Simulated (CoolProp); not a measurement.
Vapour-liquid equilibrium of carbon dioxide (1) + R143a (2) at -27.15 °C; x and y are mole fractions of (1).

Model: multi-fluid Helmholtz-energy mixture model, Span 1996 and Lemmon and Jacobsen 2000; pair parameters Bell 2016, in CoolProp.

Problem. Give the bubble pressure and the first vapour's composition at x = 0.05, 0.65, 0.95. Is there an azeotrope?

Solution. x = 0.05: 2.952 bar, y = 0.212; x = 0.65: 11.34 bar, y = 0.903; x = 0.95: 15.03 bar, y = 0.985. No azeotrope shows between x = 0.05 and 0.95.

Pair parameters are fitted to limited data, so mixtures are less certain than the pure fluids. The gap from Raoult's law changes sign with composition, which may be real or a fault of the pair parameters; it wasn't checked against measurements.
